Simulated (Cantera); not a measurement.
A closed system holds: 1 mol Si3N4, 0.076 mol CO2, 100 mol N2, equilibrated at 0.000110 bar.

Method: chemical equilibrium by Gibbs-energy minimisation in Cantera with the NASA 1993 tables (ideal gas, pure condensed phases). Candidate condensed phases: C, Si, SiC, SiO2, Si2N2O, Si3N4; 34 gas species. Mutual solubility and eutectic melting of coexisting phases are not modelled. Kinetics and transport are ignored.

### Question
Which condensed phases are stable at each of these points (T (K)): 1048, 1098, 1148, 1198, 1248, 1298, 1348, 1398?

### Answer
| T (K) | condensed phases | Si condensed (%) |
|---|---|---|
| 1048 | C(graphite) + Si2N2O(s) + Si3N4(s) | 100.0 |
| 1098 | C(graphite) + Si2N2O(s) + Si3N4(s) | 100.0 |
| 1148 | SiC(s) + Si2N2O(s) + Si3N4(s) | 100.0 |
| 1198 | SiC(s) + Si2N2O(s) + Si3N4(s) | 100.0 |
| 1248 | SiC(s) + Si2N2O(s) + Si3N4(s) | 100.0 |
| 1298 | SiC(s) + Si2N2O(s) + Si3N4(s) | 100.0 |
| 1348 | SiC(s) + Si2N2O(s) + Si3N4(s) | 99.9 |
| 1398 | SiC(s) + Si2N2O(s) + Si3N4(s) | 99.3 |

From 1048 K to 1098 K the condensed part is C(graphite) + Si2N2O(s) + Si3N4(s). From 1148 K to 1398 K the condensed part is SiC(s) + Si2N2O(s) + Si3N4(s).
